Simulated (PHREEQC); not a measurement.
Synthetic water in mmol/kgw, 25 °C, pH 6.77, pe 10:

```json
[
 {"constituent": "Na", "mmol/kgw": "0.129"},
 {"constituent": "K", "mmol/kgw": "0.0283"},
 {"constituent": "Ca", "mmol/kgw": "0.37"},
 {"constituent": "Mg", "mmol/kgw": "0.0132"},
 {"constituent": "Cl", "mmol/kgw": "0.221"},
 {"constituent": "S(6)", "mmol/kgw": "0.108"},
 {"constituent": "Alkalinity (meq/kgw)", "mmol/kgw": "0.516"},
 {"constituent": "Ni", "mmol/kgw": "0.000109"},
 {"constituent": "N(5)", "mmol/kgw": "0.000117"},
 {"constituent": "Cd", "mmol/kgw": "0.000703"},
 {"constituent": "Si", "mmol/kgw": "0.00019"}
]
```

Valence states are taken as typed.

The numbers come from PHREEQC with the ion-association model, wateq4f.dat.

This is a speciation only: nothing precipitates in the calculation.

### Question
What charge-balance error does the model give?

### Answer
charge-balance error -1.5 %.

### Question
In which forms is Ca present?

### Answer
Ca+2 98 %, CaSO4 1.4 %, CaHCO3+ 0.5 % of the Ca.

Species that the database lacks are ignored. The database's nickel carbonate constants are estimates that later reviews lower a good deal.
